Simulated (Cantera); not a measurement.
Charge: 1 mol CaF₂, 0.17 mol HF, 34 mol N₂, at 1.00 bar.

Equilibrium computed with Cantera from the NASA thermochemical tables; the gas is ideal and each condensed phase is pure. Candidate condensed phases: Ca, CaF₂; 25 gas species. Equilibrium is a limit: real reactors are often held back by kinetics, nucleation or transport.

Problem. Which condensed phases are stable at each of these points (T (K)): 700, 850, 1000, 1150, 1300, 1450, 1600, 1750, 1900, 2050, 2200?

Solution. 
```tsv
T (K)	condensed phases	Ca condensed (%)
700	CaF₂(s)	100.0
850	CaF₂(s)	100.0
1000	CaF₂(s)	100.0
1150	CaF₂(s)	100.0
1300	CaF₂(s)	100.0
1450	CaF₂(s)	100.0
1600	CaF₂(s)	99.9
1750	CaF₂(l)	99.4
1900	CaF₂(l)	96.0
2050	CaF₂(l)	80.0
2200	CaF₂(l)	21.8
```

From 700 K to 1600 K the condensed part is CaF₂(s). From 1750 K to 2200 K the condensed part is CaF₂(l).
